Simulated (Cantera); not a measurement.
Input: 1 mol SiC, 0.26 mol O2, 11 mol H2, equilibrated at 0.000750 Torr.

Equilibrium computed with Cantera from the NASA thermochemical tables; the gas is ideal and each condensed phase is pure. Candidate condensed phases: C, C6H6, C7H8, C8H18, H2O, Si, SiC, SiO2; 123 gas species. The numbers say what is thermodynamically allowed, not how fast it happens. All values below are at 1025 °C.

Base state: H2 0.954, CO 0.0226, SiO 0.0226, H 0.00105 (mole fractions); condensed: SiC(s).

**Question.** What changes in the equilibrium state with this change: O2 from 0.26 to 0.14 mol?

**Answer.** 
```tsv
species	before	after
H2	0.954	0.974
CO	0.0226	0.0124
SiO	0.0226	0.0124
H	0.00105	0.00106
SiC(s), mol	0.740	0.860
```
